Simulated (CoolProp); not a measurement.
n-perfluorobutane along the isotherm 441.9 K: Z from the reference equation and from simpler models built on Tc = 386.3 K, pc = 2.322 MPa, ω = 0.372; each cubic takes its own stable root.

The numbers come from the reference Helmholtz-energy equation of state, Gao 2022 in CoolProp.

```csv
p (MPa),phase,reference,Redlich-Kwong,Peng-Robinson
0.232,gas,0.9800,0.9768,0.9761
0.464,gas,0.9595,0.9531,0.9519
0.697,gas,0.9383,0.9287,0.9274
0.929,gas,0.9165,0.9039,0.9028
1.16,gas,0.8941,0.8785,0.8781
1.39,gas,0.8712,0.8525,0.8534
1.63,gas,0.8466,0.8247,0.8273
1.86,gas,0.8224,0.7972,0.8023
2.09,gas,0.7976,0.7688,0.7771
2.32,gas,0.7723,0.7397,0.7519
2.55,supercritical,0.7466,0.7097,0.7269
2.79,supercritical,0.7196,0.6777,0.7011
3.02,supercritical,0.6938,0.6465,0.6769
3.25,supercritical,0.6681,0.6155,0.6535
3.48,supercritical,0.6429,0.5857,0.6313
```
